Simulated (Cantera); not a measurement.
# Adiabatic ignition

An adiabatic, constant-pressure homogeneous reactor starts with CO : H2 : O2 : N2 = 1 : 0.29 : 0.872 : 3.28 (molar parts), equivalence ratio 0.74, at 1725 K and 15800 Torr.

Detailed kinetics in Cantera: GRI-Mech 3.0 (53 species, 325 reactions). The hydrogen kinetics of GRI-Mech 3.0 are dated; newer H2 mechanisms differ, most at raised pressure. The pressure lies above the range GRI-Mech 3.0 was tuned for (to about 10 atm). Above 3000 K some thermodynamic fits are extrapolated.

```csv
t (s),T (K),x CO,x H2,x O2,x NO2,x CO2
2.00e-6,2611,0.0874,0.00366,0.0794,5.70e-7,0.108
7.02e-6,2984,0.0501,0.00212,0.0646,2.31e-6,0.151
2.47e-5,3006,0.0468,0.00200,0.0612,8.61e-6,0.155
8.66e-5,2993,0.0465,0.00201,0.0566,2.15e-5,0.155
0.000304,2985,0.0463,0.00201,0.0539,2.90e-5,0.156
0.00107,2985,0.0463,0.00201,0.0537,2.93e-5,0.156
0.00375,2985,0.0463,0.00201,0.0537,2.93e-5,0.156
0.0132,2985,0.0463,0.00201,0.0537,2.93e-5,0.156
0.0462,2985,0.0463,0.00201,0.0537,2.93e-5,0.156
0.162,2985,0.0463,0.00201,0.0537,2.93e-5,0.156
0.570,2985,0.0463,0.00201,0.0537,2.93e-5,0.156
2.00,2985,0.0463,0.00201,0.0537,2.93e-5,0.156
```
x: mole fraction; the columns are a selection and need not sum to one.

```yaml
time_of_steepest_temperature_rise: 0.672 µs
temperature at 2.00 s: 2985 K
equilibrium_temperature: 2985 K
x(CO) at 2.00 s: 0.0463 (gas-phase equilibrium 0.0463)
x(H2) at 2.00 s: 0.00201 (gas-phase equilibrium 0.00201)
x(O2) at 2.00 s: 0.0537 (gas-phase equilibrium 0.0537)
```
